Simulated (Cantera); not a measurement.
Feed: 1 mol C2H5OH, 0.032 mol NH3, a varied amount of N2, equilibrated at 2298 K and 1.70 bar.

Cantera equilibrium calculation (NASA polynomials, part measured and part estimated; ideal gas, pure solids and liquids). Candidate condensed phases: C, C6H6, C7H8, C8H18, H2O; 136 gas species. Kinetics and transport are ignored.

Q: What share of the C ends up in condensed phases as a function of n(N2) (mol), at 0.8, 1.2, 1.8, 2.8, 4.3, 6.5, 9.9, 15, 23, 35?

A: 
```
n(N2) (mol)  C condensed (%)           as
-----------  ---------------  -----------
0.8                     45.3  C(graphite)
1.2                     44.5  C(graphite)
1.8                     43.6  C(graphite)
2.8                     42.3  C(graphite)
4.3                     40.8  C(graphite)
6.5                     39.1  C(graphite)
9.9                     36.9  C(graphite)
15                      34.2  C(graphite)
23                      30.8  C(graphite)
35                      26.8  C(graphite)
```
